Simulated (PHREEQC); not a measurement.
Solution (25 °C): 0.026 mol HF, 7.2e-05 mol NH4HF2 and 0.26 mol H3PO4 per kg of water. Closed to the air; pH follows from the charge balance.

Model: ion-association model, wateq4f.dat, run in PHREEQC.

```tsv
quantity	before	after
pH	1.41	1.51
ionic strength (mol/kgw)	0.0457	0.0362
H3PO4 (mol/kgw)	0.215	0.224
H2PO4- (mol/kgw)	0.0452	0.0359
H2F2 (mol/kgw)	0.00137	0.000238
```

Name the change that produced these shifts.
A) temperature from 25 to 45 °C
B) diluted 2-fold with water
C) diluted 5-fold with water
D) 0.0096 mol/kgw Na2SO4 added
E) temperature from 25 to 75 °C

E, temperature from 25 to 75 °C

This is a speciation only: nothing precipitates in the calculation. wateq4f.dat counts part of the HF as a dimer, H2F2, which phreeqc.dat doesn't know; its constant is uncertain. H3PO4, which wateq4f.dat lacks, is added to it with the constant of phreeqc.dat. At this temperature some constants are extrapolated from 25 °C, and those without enthalpy data are left unchanged.
